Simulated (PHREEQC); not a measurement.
Solution (25 °C): 0.0026 mol H2SO4 and 0.00046 mol MnSO4 per kg of water. Closed to the air; pH follows from the charge balance.

Model: ion-association model, wateq4f.dat, run in PHREEQC.

The ionic strength comes out as 0.00794 mol/kgw. What activity coefficients do SO4-2, H+, Mn+2, HSO4- get?

SO4-2 0.69, H+ 0.92, Mn+2 0.70, HSO4- 0.91.

No solid was allowed to form. Complexes and solids missing from the database can't appear.
